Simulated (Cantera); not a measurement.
An adiabatic, constant-pressure homogeneous reactor starts with 5.39 % CH4, 0.431 % C2H6, 19.8 % O2, 74.4 % N2, at 1225 K and 0.237 atm.

Cantera simulation using GRI-Mech 3.0 (53 species, 325 reactions); the numbers are that mechanism's predictions, not measurements.

Question: Predict: time of steepest temperature rise; temperature at 0.700 s; equilibrium temperature; x(O2) at 0.700 s; x(H2) at 0.700 s.

Answer: 
```
Property                                                            Result
---------------------------------  ---------------------------------------
time of steepest temperature rise                                  12.0 ms
temperature at 0.700 s                                              2340 K
equilibrium temperature                                             2340 K
x(O2) at 0.700 s                     0.0703 (gas-phase equilibrium 0.0703)
x(H2) at 0.700 s                   0.00224 (gas-phase equilibrium 0.00224)
```
